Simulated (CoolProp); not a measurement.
Vapour-liquid equilibrium of nitrogen (1) + methane (2) at -165.15 °C; x and y are mole fractions of (1).

The numbers come from the multi-fluid Helmholtz-energy mixture model, Span 2000 and Setzmann 1991; pair parameters Kunz 2012 in CoolProp.

Q: Give the bubble pressure and the first vapour's composition at x = 0.05, 0.15, 0.75. Is there an azeotrope?

A: x = 0.05: 0.1765 MPa, y = 0.581; x = 0.15: 0.3487 MPa, y = 0.794; x = 0.75: 0.9977 MPa, y = 0.958. No azeotrope shows between x = 0.05 and 0.95.

Pair parameters are fitted to limited data, so mixtures are less certain than the pure fluids. The gap from Raoult's law changes sign with composition, which may be real or a fault of the pair parameters; it wasn't checked against measurements.
